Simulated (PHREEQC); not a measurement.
# Acid mine or pickling water: an equilibrium model

Synthetic water in mg/kgw, 25 °C, pH 3.3, pe 8.8:

| constituent | mg/kgw |
|---|---|
| Na | 19.5 |
| K | 2.56 |
| Ca | 72.1 |
| Mg | 29.9 |
| Cl | 6.46 |
| S(6) as SO4 | 391 |
| Cu(2) | 0.0846 |

Valence states are taken as typed.

The numbers come from PHREEQC with the ion-association model, phreeqc.dat.

```yaml
ionic_strength: 0.0122 mol/kgw
specific_conductance: 925 µS/cm
total_alkalinity: -0.669 meq/kg
charge_balance_error: -5.2 %
```

```json
[
 {"species": "SO4-2", "molality": "0.00329", "activity": "0.00212", "log γ": "-0.191"},
 {"species": "Ca+2", "molality": "0.00145", "activity": "0.000936", "log γ": "-0.189"},
 {"species": "Mg+2", "molality": "0.000930", "activity": "0.000606", "log γ": "-0.186"},
 {"species": "Na+", "molality": "0.000839", "activity": "0.000751", "log γ": "-0.048"},
 {"species": "H+", "molality": "0.000553", "activity": "0.000501", "log γ": "-0.042"},
 {"species": "CaSO4", "molality": "0.000352", "activity": "0.000353", "log γ": "0.001"}
]
```

No solid was allowed to form.
